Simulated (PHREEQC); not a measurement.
A column of 1 m (40 cells, dispersivity 0.035 m, 300 s a shift, diffusion coefficient 3e-10 m²/s) holds 0.23 eq of the database's cation exchanger X per kg of pore water, first in equilibrium with 0.58 mmol/kgw MgSO4, 3.2 mmol/kgw LiCl and 0.01 mmol/kgw HCl. It is flushed with 0.5 mmol/kgw CaCl2, 90 mmol/kgw Na2SO4, 42 mmol/kgw MnCl2 and 0.01 mmol/kgw HCl, at 15 °C. Values are for the last cell. No CO2 enters from the air. Nothing may precipitate in this run.

All values are PHREEQC results (ion-association model, phreeqc.dat), not measurements.

Q: Predict Mn in solution (mol/kgw) at pore volumes = 2.138, 2.763, 3.388, 3.638.

A: 
```tsv
pore volumes	Mn in solution (mol/kgw)
2.138	0.0152
2.763	0.0278
3.388	0.0362
3.638	0.0382
```
